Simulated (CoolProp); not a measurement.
Vapour-liquid equilibrium of n-hexane (1) + benzene (2) at 65.5 kPa; x and y are mole fractions of (1).

Model: multi-fluid Helmholtz-energy mixture model, Thol 2019 and Thol 2012; pair parameters Bell 2016, in CoolProp.

Problem. Give the bubble temperature and the first vapour's composition at x = 0.275, 0.35, 0.575. Is there an azeotrope?

Solution. x = 0.275: 332.5 K, y = 0.403; x = 0.35: 331.5 K, y = 0.469; x = 0.575: 329.6 K, y = 0.639. y crosses x between x = 0.875 and 0.95: the model has an azeotrope there.

Pair parameters are fitted to limited data, so mixtures are less certain than the pure fluids.
